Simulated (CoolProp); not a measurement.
Values from CoolProp's reference Helmholtz-energy equation of state, Span 1996.

### Question
For carbon dioxide, give the phase and the cp (kJ/(kg K)), cv (kJ/(kg K)), Joule-Thomson coefficient (K/MPa) at 289.5 K and 1.55 bar; 320.1 K and 1.55 bar; 332.3 K and 1.55 bar.

### Answer
- 289.5 K and 1.55 bar: gas; cp 0.847, cv 0.650, Joule-Thomson coefficient 11.8
- 320.1 K and 1.55 bar: gas; cp 0.875, cv 0.680, Joule-Thomson coefficient 9.14
- 332.3 K and 1.55 bar: gas; cp 0.886, cv 0.692, Joule-Thomson coefficient 8.33
